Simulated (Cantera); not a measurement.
An isothermal, constant-pressure homogeneous reactor starts with 1.96 % H₂, 98.0 % O₂, at 1425 K and 10.00 Torr.

Computed with Cantera and the H2/O2 subset of GRI-Mech 3.0, which has no nitrogen chemistry. Radical loss at walls, strong at low pressure, is not modelled.

x: mole fraction; the columns are a selection and need not sum to one.

```tsv
t (s)	x H₂	x O₂	x H	x OH	x HO₂	x H₂O	x H₂O₂
8.00e-6	0.0196	0.980	4.12e-9	9.49e-10	5.05e-9	2.16e-11	<1e-12
2.08e-5	0.0196	0.980	8.19e-9	5.19e-9	1.31e-8	3.22e-10	1.16e-12
5.41e-5	0.0196	0.980	1.39e-8	2.34e-8	3.42e-8	4.08e-9	7.72e-12
0.000141	0.0196	0.980	2.82e-8	9.64e-8	8.89e-8	4.45e-8	5.05e-11
0.000366	0.0196	0.980	1.27e-7	6.04e-7	2.31e-7	5.91e-7	3.15e-10
0.000953	0.0196	0.980	4.49e-6	2.30e-5	6.04e-7	3.09e-5	1.73e-9
0.00248	0.00203	0.964	0.00144	0.00440	9.75e-7	0.0147	3.73e-8
0.00645	0.000142	0.962	0.000970	0.00264	7.19e-7	0.0177	1.80e-8
0.0168	0.000137	0.963	0.000910	0.00259	7.05e-7	0.0177	1.78e-8
0.0437	0.000123	0.965	0.000774	0.00247	6.72e-7	0.0179	1.73e-8
0.114	9.64e-5	0.968	0.000525	0.00218	5.95e-7	0.0182	1.59e-8
0.296	5.59e-5	0.973	0.000226	0.00167	4.46e-7	0.0187	1.30e-8
0.769	(withheld)	0.977	(withheld)	(withheld)	(withheld)	0.0192	(withheld)
2.00	5.26e-6	0.979	6.31e-6	0.000513	1.01e-7	0.0195	3.89e-9
```

Problem. What belongs in the gaps?

Solution. 
- 0.769, x H₂: 2.09e-5
- 0.769, x H: 5.06e-5
- 0.769, x OH: 0.00102
- 0.769, x HO₂: 2.50e-7
- 0.769, x H₂O₂: 8.31e-9
